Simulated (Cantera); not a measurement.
A perfectly stirred reactor is fed with 29.2 % H2, 14.9 % O2, 56.0 % N2, equivalence ratio 0.98, at 100000 Pa; it is adiabatic with a 525 K inlet, and is followed from long to short residence time, starting on the burning branch (τ in s: 0.11, 0.049, 0.022, 0.0099, 0.0044, 0.002, 0.00088, 0.0004, 0.00018, 7.9e-05, 3.6e-05, 1.6e-05).

Model: the H2/O2 subset of GRI-Mech 3.0, which has no nitrogen chemistry, integrated in Cantera.

Predict: blow-out, bracketed by the residence times tried; x(H2) at τ = 0.110 s; x(O2) at τ = 0.110 s; x(H2O) at τ = 0.110 s; x(H2O2) at τ = 0.110 s; x(H) at τ = 0.110 s; x(H2) at τ = 0.880 ms; x(O2) at τ = 0.880 ms; x(H2O) at τ = 0.880 ms; x(H2O2) at τ = 0.880 ms; x(H) at τ = 0.880 ms.


```json
{
 "blow_out_bracketed_by_the_residence_times_tried": "burning at 16.0 µs, the shortest tried",
 "x(H2) at τ = 0.110 s": "0.0182",
 "x(O2) at τ = 0.110 s": "0.00971",
 "x(H2O) at τ = 0.110 s": "0.311",
 "x(H2O2) at τ = 0.110 s": "2.09e-7",
 "x(H) at τ = 0.110 s": "0.00330",
 "x(H2) at τ = 0.880 ms": "0.0340",
 "x(O2) at τ = 0.880 ms": "0.0171",
 "x(H2O) at τ = 0.880 ms": "0.281",
 "x(H2O2) at τ = 0.880 ms": "2.82e-7",
 "x(H) at τ = 0.880 ms": "0.0135"
}
```
